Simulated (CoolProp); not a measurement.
Vapour-liquid equilibrium of ethane (1) + hydrogen sulfide (2) at 276.7 K; x and y are mole fractions of (1).

Model: multi-fluid Helmholtz-energy mixture model, Bücker 2006 and Lemmon 2006; pair parameters Kunz 2012, in CoolProp.

```tsv
x	bubble pressure (MPa)	y at the bubble point	dew pressure at overall composition x (MPa)	liquid density (mol/L)
0.05	1.432	0.211	1.202	23.24
0.125	1.750	0.371	1.300	21.88
0.2	[?]	0.459	1.414	20.65
0.275	2.129	0.517	[?]	19.53
0.35	2.249	0.561	1.702	18.51
0.425	2.346	0.599	1.881	17.58
0.5	2.427	0.635	2.083	16.73
0.575	[?]	0.673	2.286	[?]
0.65	2.556	0.714	2.456	15.27
0.725	2.602	[?]	2.569	14.66
0.8	2.632	0.813	2.627	[?]
0.875	2.641	0.874	2.641	13.65
0.95	2.625	0.945	2.623	13.25
```

Task: Fill in the missing entries.

Result: 
- 0.2, bubble pressure (MPa): 1.970
- 0.275, dew pressure at overall composition x (MPa): 1.547
- 0.575, bubble pressure (MPa): 2.497
- 0.575, liquid density (mol/L): 15.96
- 0.725, y at the bubble point: 0.760
- 0.8, liquid density (mol/L): 14.12

y crosses x between x = 0.8 and 0.875: the model has an azeotrope there.

The pair parameters rest on a limited set of measurements; away from them the model extrapolates.
